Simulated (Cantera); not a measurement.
A closed system holds: 1 mol BCl3, 0.13 mol NH3, 2.1 mol N2, at 1248 K and 0.0133 bar.

Cantera equilibrium calculation (NASA polynomials, part measured and part estimated; ideal gas, pure solids and liquids). Candidate condensed phases: B, BN, NH4Cl; 21 gas species. Kinetics and transport are ignored.

Base state: N2 0.625, BCl3 0.259, HCl 0.116, Cl 6.52e-5, H2 3.79e-5 (mole fractions); condensed: BN(s).

What changes in the equilibrium state with this change: NH3 from 0.13 to 26 mol?


```
species      before    after
----------  -------  -------
H2          3.79e-5    0.681
N2            0.625    0.265
HCl           0.116   0.0544
BCl3          0.259  1.71e-8
Cl          6.52e-5  2.28e-7
BN(s), mol    0.130    1.000
```
